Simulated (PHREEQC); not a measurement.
Dissolve 0.0033 mol/kgw KOH and 0.027 mol/kgw NaHCO3 at 69 °C. Closed to the air; pH follows from the charge balance.

Equilibrium calculation in PHREEQC: Pitzer model, pitzer.dat.

| quantity | before | after |
|---|---|---|
| pH | 8.96 | 10.67 |
| CO2 (mol/kgw) | 4.51e-5 | 1.07e-7 |

**Question.** Name the change that produced these shifts.
A. diluted 5-fold with water
B. 0.012 mol/kgw CO2 added
C. 0.02 mol/kgw Na2CO3 added
D. diluted 100-fold with water
E. KOH from 0.0033 to 0.033 mol/kgw

**Answer.** E, KOH from 0.0033 to 0.033 mol/kgw

Precipitation was switched off in this run. Constants without temperature data keep their 25 °C values here.
